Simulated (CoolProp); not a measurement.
1-butene along the isobar 2.84 MPa: Z from the reference equation and from simpler models built on Tc = 419.3 K, pc = 4.006 MPa, ω = 0.192; each cubic takes its own stable root.

Computed with CoolProp (reference Helmholtz-energy equation of state, Lemmon 2005). It is a short technical equation, of lower accuracy than the large ones.

| T (K) | phase | reference |
|---|---|---|
| 312.2 | liquid | 0.1067 |
| 338.7 | liquid | 0.1050 |
| 365.2 | liquid | 0.1059 |
| 391.7 | liquid | 0.1125 |
| 418.2 | gas | 0.6790 |
| 444.8 | gas | 0.7615 |
| 471.3 | gas | 0.8137 |
| 497.8 | gas | 0.8507 |

### Question
How far does each simpler model (van der Waals, Soave-Redlich-Kwong) lie from the reference over these 8 states: mean and median of the absolute difference, and the worst?

### Answer
- van der Waals: mean 81.9 %, median 32.9 %, worst +466.1 % at 391.7 K and 2.84 MPa
- Soave-Redlich-Kwong: mean 6.9 %, median 5.2 %, worst +19.0 % at 391.7 K and 2.84 MPa

At some of these states van der Waals gives the other phase, because its saturation line lies elsewhere.
